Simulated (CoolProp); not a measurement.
R236EA along the isobar 4980 kPa: density (kg/m³) from the reference equation and from simpler models built on Tc = 139.3 °C, pc = 3414 kPa, ω = 0.368; each cubic takes its own stable root.

The numbers come from the reference Helmholtz-energy equation of state, Rui 2013 in CoolProp.

```json
[
 {"T (°C)": "22.35", "phase": "liquid", "reference": "1453"},
 {"T (°C)": "32.95", "phase": "liquid", "reference": "1421"},
 {"T (°C)": "43.55", "phase": "liquid", "reference": "1388"},
 {"T (°C)": "54.15", "phase": "liquid", "reference": "1353"},
 {"T (°C)": "64.75", "phase": "liquid", "reference": "1317"},
 {"T (°C)": "75.25", "phase": "liquid", "reference": "1279"},
 {"T (°C)": "85.85", "phase": "liquid", "reference": "1239"},
 {"T (°C)": "96.45", "phase": "liquid", "reference": "1195"},
 {"T (°C)": "107.05", "phase": "liquid", "reference": "1146"},
 {"T (°C)": "117.65", "phase": "liquid", "reference": "1090"},
 {"T (°C)": "128.25", "phase": "liquid", "reference": "1024"},
 {"T (°C)": "138.85", "phase": "liquid", "reference": "941.1"}
]
```

Task: How far does each simpler model (van der Waals, Redlich-Kwong, Soave-Redlich-Kwong) lie from the reference over these 12 states: mean and median of the absolute difference, and the worst?

Result: 
- van der Waals: mean 36.3 %, median 36.9 %, worst -38.5 % at 22.35 °C and 4980 kPa
- Redlich-Kwong: mean 14.7 %, median 14.5 %, worst -16.9 % at 128.25 °C and 4980 kPa
- Soave-Redlich-Kwong: mean 10.9 %, median 10.0 %, worst -16.8 % at 138.85 °C and 4980 kPa
